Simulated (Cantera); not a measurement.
Standard-state values (1 bar) from the NASA 1993 polynomials, evaluated with Cantera. Values are per mole of reaction as written; species without (g) are pure solids or liquids, kept so even where they would boil at 1 bar. TaC: taken at fixed stoichiometry.

Task: Between 550 and 850 K, where is each reaction favourable under standard conditions?
- 2 C + Ta2O5 + 5 N(g) ⇌ 5 NO(g) + 2 TaC

Result: 
- 2 C + Ta2O5 + 5 N(g) ⇌ 5 NO(g) + 2 TaC: ΔG° is -265 kJ at 550 K and -319 kJ at 850 K; it stays negative (K > 1). ΔH° is -177 kJ and ΔS° 168 J/K at 850 K.
